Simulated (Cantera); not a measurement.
An isothermal, constant-pressure homogeneous reactor starts with 32.3 % CH4, 67.7 % H2O, at 1975 K and 0.880 bar.

Computed with Cantera and GRI-Mech 3.0 (53 species, 325 reactions).

x: mole fraction; the columns are a selection and need not sum to one.

```
t (s)          x CH4       x H2O     x CO2       x HCO       x CH3     x HO2      x C2H4
--------  ----------  ----------  --------  ----------  ----------  --------  ----------
2.00e-6        0.321       0.677    <1e-12    1.84e-10     0.00145    <1e-12     5.94e-6
8.60e-6        0.314       0.675  6.61e-10  (withheld)  (withheld)  1.04e-11  (withheld)
3.70e-5        0.260       0.656   2.27e-6     1.04e-6      0.0116  9.94e-11      0.0132
0.000159       0.127       0.574  0.000140     5.81e-7     0.00578  9.55e-11     0.00689
0.000684      0.0443       0.505   0.00171     2.28e-7     0.00209  8.41e-11    0.000849
0.00294       0.0187       0.421   0.00924     1.15e-7    0.000893  6.11e-11    0.000324
0.0126    (withheld)  (withheld)    0.0151  (withheld)  (withheld)  2.38e-11  (withheld)
0.0544       0.00361       0.217    0.0142     7.23e-8    0.000137  1.05e-11     1.93e-5
0.234        1.04e-5       0.202    0.0137     6.88e-8     3.90e-7  9.02e-12     1.13e-9
1.01         7.34e-9       0.202    0.0136     6.89e-8    2.75e-10  9.04e-12      <1e-12
4.33         7.34e-9       0.202    0.0136     6.89e-8    2.75e-10  9.04e-12      <1e-12
18.6         7.34e-9       0.202    0.0136     6.89e-8    2.75e-10  9.04e-12      <1e-12
80.0         7.34e-9       0.202    0.0136     6.89e-8    2.75e-10  9.04e-12      <1e-12
```

Problem. Some entries are withheld; supply them.

Solution. 
- 8.60e-6, x HCO: 3.15e-8
- 8.60e-6, x CH3: 0.00559
- 8.60e-6, x C2H4: 0.000497
- 0.0126, x CH4: 0.0117
- 0.0126, x H2O: 0.303
- 0.0126, x HCO: 8.09e-8
- 0.0126, x CH3: 0.000488
- 0.0126, x C2H4: 0.000154
